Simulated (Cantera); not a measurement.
A freely propagating, adiabatic, planar premixed flame of CH4 : O2 : N2 = 1 : 1.54 : 5.78 (molar parts), equivalence ratio 1.3, unburnt at 550 K and 240000 Pa; mixture-averaged transport, grid criteria slope 0.08 and curve 0.16, no radiation.

Detailed kinetics in Cantera: GRI-Mech 3.0 (53 species, 325 reactions). Burning velocities carry a grid error of a few per cent, more on coarse grids.

Question: How do the results move with these cheaper or finer settings: unity-Lewis-number transport; multicomponent transport; multicomponent+Soret transport; grid criteria slope 0.5, curve 1; grid criteria slope 0.25, curve 0.5; grid criteria slope 0.03, curve 0.06?

Answer: 
```tsv
setting	laminar burning velocity	thermal thickness	peak x(HO2)	peak x(HCN)	grid points
as above	57.4 cm/s	0.227 mm	0.000125	3.89e-5	145
unity-Lewis-number transport	37.4 cm/s	0.303 mm	5.25e-5	4.58e-5	138
multicomponent transport	57.5 cm/s	0.231 mm	0.000123	3.90e-5	147
multicomponent+Soret transport	57.8 cm/s	0.227 mm	0.000124	3.77e-5	148
grid criteria slope 0.5, curve 1	66.6 cm/s	0.245 mm	0.000122	3.76e-5	35
grid criteria slope 0.25, curve 0.5	60.7 cm/s	0.233 mm	0.000124	3.86e-5	57
grid criteria slope 0.03, curve 0.06	56.6 cm/s	0.225 mm	0.000125	3.89e-5	347
```
The base run took very roughly 11 core-seconds.
Unity Lewis numbers drop preferential diffusion, which matters most where H2 and H carry the flame; Soret adds thermal diffusion.
